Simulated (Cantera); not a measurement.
What does this Cantera script print?

```python
import numpy as np
import cantera as ct

gas_names = """
    Fe FeO Fe(OH)2 H HO2 H2 H2O H2O2 O OH O2 O3
""".split()
cond_names = """
    Fe(a) Fe(c) Fe(d) Fe(L) FeO(s) FeO(L) Fe(OH)2(s) Fe(OH)3(s) Fe2O3(s) Fe3O4(s) H2O(s) H2O(L)
""".split()


# ... load() reads the species with a 1 bar reference pressure and builds the phases ...
atoms = {
    'Fe': {'Fe': 1},
    'O2': {'O': 2},
    'H2': {'H': 2},
}
top_T = {'Fe2O3(s)': 1830, 'Fe3O4(s)': 1870}  # K; cautious upper limits of use, not melting points


# ... equilibrate(T, P, feed) seeds the gas with the atoms and calls Mixture.equilibrate('TP', solver="vcs", rtol=1e-11, max_steps=5000) ...
results = []
feed = {'Fe': 1, 'O2': 0.78, 'H2': 160}  # mol
T = 1373  # K
P = 110  # Pa
mix = equilibrate(T, P, feed)
results.append((T, P, feed, dict(zip(mix.species_names, mix.species_moles))))
print(gas.report(threshold=0.001))
for i in range(1, mix.n_phases):
    print(f"{mix.phase(i).name:16s} {mix.phase_moles(i):12.5e} mol")
```

Result:

```
       temperature   1373 K
          pressure   110 Pa
           density   2.0931e-05 kg/m^3
  mean mol. weight   2.1723 kg/kmol
   phase of matter   gas

                          1 kg             1 kmol
                     ---------------   ---------------
          enthalpy         1.382e+07        3.0021e+07  J
   internal energy        8.5648e+06        1.8605e+07  J
           entropy        1.0765e+05        2.3385e+05  J/K
    Gibbs function       -1.3398e+08       -2.9105e+08  J
 heat capacity c_p             14720             31975  J/K
 heat capacity c_v             10892             23660  J/K

                      mass frac. Y      mole frac. X     chem. pot. / RT
                     ---------------   ---------------   ---------------
                H2           0.91892           0.99014           -25.171
               H2O          0.080854         0.0097494           -58.574
     [  +10 minor]        0.00022894        0.00010702

Fe(c)             9.98865e-01 mol
FeO(s)            0.00000e+00 mol
Fe(OH)2(s)        0.00000e+00 mol
Fe(OH)3(s)        0.00000e+00 mol
Fe2O3(s)          0.00000e+00 mol
Fe3O4(s)          0.00000e+00 mol
```

Equilibrium computed with Cantera from the NASA thermochemical tables; the gas is ideal and each condensed phase is pure.
